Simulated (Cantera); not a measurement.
Mixture: CH₄ : C₂H₆ : C₃H₈ : O₂ : N₂ = 1 : 0.088 : 0.2 : 7.19 : 27 (molar parts), equivalence ratio 0.46, at 100000 Pa, adiabatic and at constant volume. Ignition delay is the time to a rise of 400 K.

Computed with Cantera and GRI-Mech 3.0 (53 species, 325 reactions). GRI-Mech 3.0 was tuned for natural gas; its chemistry of propane as a main component is partial and can be far from experiment.

What does this change do: N2 27 to 35 parts?


| quantity | before | after |
|---|---|---|
| delay at 1125 K | 15.8 ms | 19.0 ms |
| delay at 1275 K | 1.36 ms | 1.60 ms |
| delay at 1425 K | 0.209 ms | 0.242 ms |
| delay at 1575 K | 58.5 µs | 67.4 µs |
| delay at 1725 K | 24.8 µs | 28.9 µs |
| apparent activation energy between 1650 and 1800 K | 120 kJ/mol | 110 kJ/mol |
